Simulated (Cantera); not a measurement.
Input: 1 mol PbCl2, 21 mol H2, 96 mol N2, held at 9.90e-5 bar.

Cantera equilibrium calculation (NASA polynomials, part measured and part estimated; ideal gas, pure solids and liquids). Candidate condensed phases: NH4Cl, Pb, PbCl2; 17 gas species. Rates play no part.

### Question
At 1448 K, list the 4 most abundant gas species with their mole fractions, and the condensed phases.

### Answer
N2 0.807, H2 0.168, HCl 0.0167, Pb 0.00834. Condensed: gas only.
